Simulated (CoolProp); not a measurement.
Vapour-liquid equilibrium of isopentane (1) + toluene (2) at 346.6 K; x and y are mole fractions of (1).

The numbers come from the multi-fluid Helmholtz-energy mixture model, Lemmon 2006 and Lemmon 2006; pair parameters Bell 2016 in CoolProp.

| x | bubble pressure, mixture model (kPa) | bubble pressure, Raoult's law (kPa) | y, mixture model | y, Raoult's law |
|---|---|---|---|---|
| 0.05 | 53.64 | 48.76 | 0.447 | 0.399 |
| 0.2 | 122.2 | 102.5 | 0.788 | 0.759 |
| 0.35 | 184.5 | 156.2 | 0.880 | 0.872 |
| 0.5 | 237.3 | 210.0 | 0.922 | 0.927 |
| 0.65 | 282.4 | 263.7 | 0.948 | 0.959 |
| 0.8 | 325.0 | 317.5 | 0.969 | 0.981 |
| 0.95 | 371.5 | 371.2 | 0.991 | 0.996 |

The largest gap from Raoult's law is +19.2 % in bubble pressure, at x = 0.2. No azeotrope shows between x = 0.05 and 0.95.

Pair parameters are fitted to limited data, so mixtures are less certain than the pure fluids.
